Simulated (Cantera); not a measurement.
Input: 1 mol SiH4, 1.2 mol NH3, at 0.593 Torr.

Method: chemical equilibrium by Gibbs-energy minimisation in Cantera with the NASA 1993 tables (ideal gas, pure condensed phases). Candidate condensed phases: Si, Si3N4; 18 gas species. The tables' values for SiN are old estimates; treat these amounts as uncertain. Gases not in the tables: Si2H6 and higher silanes. Equilibrium is a limit: real reactors are often held back by kinetics, nucleation or transport.

Task: At 1825 K, list the 4 most abundant gas species with their mole fractions, and the condensed phases.

Result: H2 0.845, N2 0.135, H 0.0144, Si 0.00576. Condensed: Si(l).
